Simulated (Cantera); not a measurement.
Charge: 1 mol Ta2O5, 1.3 mol CH4, 7.6 mol H2, at 1025 K and 0.0100 bar.

Cantera equilibrium calculation (NASA polynomials, part measured and part estimated; ideal gas, pure solids and liquids). Candidate condensed phases: C, C6H6, C7H8, C8H18, H2O, Ta, TaC, Ta2O5; 113 gas species. Mutual solubility and eutectic melting of coexisting phases are not modelled. TaC: taken at fixed stoichiometry. Condensed phases not in the tables: Ta2C. Kinetics and transport are ignored.

Base state: H2 0.916, CO 0.0830, CH4 0.000600, H2O 0.000207, CO2 2.44e-5 (mole fractions); condensed: TaC(s) + Ta2O5(s).

Question: What changes in the equilibrium state with this change: Ta2O5 replaced by Fe2O3?

Answer: 
```csv
species,before,after
H2,0.916,0.759
H2O,0.000207,0.128
CO,0.0830,0.0928
CO2,2.44e-5,0.0202
CH4,0.000600,6.21e-7
"TaC(s), mol",0.370,0
"Ta2O5(s), mol",0.815,0
"Fe(α), mol",0,2.00
```
Further candidate phases: Fe, Fe(CO)5, FeO, Fe(OH)2, Fe(OH)3, Fe2O3, Fe3O4.
